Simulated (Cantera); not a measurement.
A perfectly stirred reactor is fed with 27.5 % H2, 72.5 % O2, at 0.00800 bar; it is held at 1000 K, and followed from long to short residence time.

Detailed kinetics in Cantera: GRI-Mech 3.0 (53 species, 325 reactions). Radical loss at walls, strong at low pressure, is not modelled. The temperature is held fixed by assumption; the heat of reaction is taken as removed at once.

Predict: x(H2) at τ = 0.370 s; x(O2) at τ = 0.370 s; x(OH) at τ = 0.370 s; x(H2O) at τ = 0.370 s; x(O) at τ = 0.370 s; x(H2) at τ = 18.0 ms; x(O2) at τ = 18.0 ms; x(OH) at τ = 18.0 ms; x(H2O) at τ = 18.0 ms; x(O) at τ = 18.0 ms.


```json
{
 "x(H2) at τ = 0.370 s": "0.00420",
 "x(O2) at τ = 0.370 s": "0.676",
 "x(OH) at τ = 0.370 s": "0.00180",
 "x(H2O) at τ = 0.370 s": "0.310",
 "x(O) at τ = 0.370 s": "0.00448",
 "x(H2) at τ = 18.0 ms": "0.0235",
 "x(O2) at τ = 18.0 ms": "0.651",
 "x(OH) at τ = 18.0 ms": "0.00497",
 "x(H2O) at τ = 18.0 ms": "0.252",
 "x(O) at τ = 18.0 ms": "0.0228"
}
```
